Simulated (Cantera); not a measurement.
## Diamond growth

A diamond (100) surface in a fixed gas of H2 with x(CH4) = 0.0023, x(H) = 0.00027, x(CH3) = 0.00082, 18.8 Torr; coverages are run to steady state.

Detailed kinetics in Cantera: the Harris–Goodwin 1993 mechanism for the reconstructed diamond (100) surface.

```csv
T (K),growth (µm/h),θ c6HH,θ c6H*,θ c6*H,θ c6**,θ c6HM
925,1.70,0.227,0.00389,0.100,0.000916,0.525
975,2.09,0.300,0.00724,0.159,0.00184,0.397
1025,1.87,0.410,0.0134,0.256,0.00360,0.224
1075,1.22,0.490,0.0206,0.347,0.00574,0.0884
1125,0.772,0.515,0.0265,0.397,0.00748,0.0287
1175,0.599,0.517,0.0311,0.419,0.00875,0.00892
1225,0.538,0.516,0.0348,0.425,0.00973,0.00283
1275,0.443,0.520,0.0379,0.422,0.0106,0.000925
1325,0.271,0.530,0.0403,0.414,0.0112,0.000315
1375,0.124,0.543,0.0423,0.401,0.0112,0.000115
```
θ: site fractions in the mechanism's names (c6HH fully hydrogenated, c6H* and c6*H radical sites, c6** diradical, c6HM methylated).
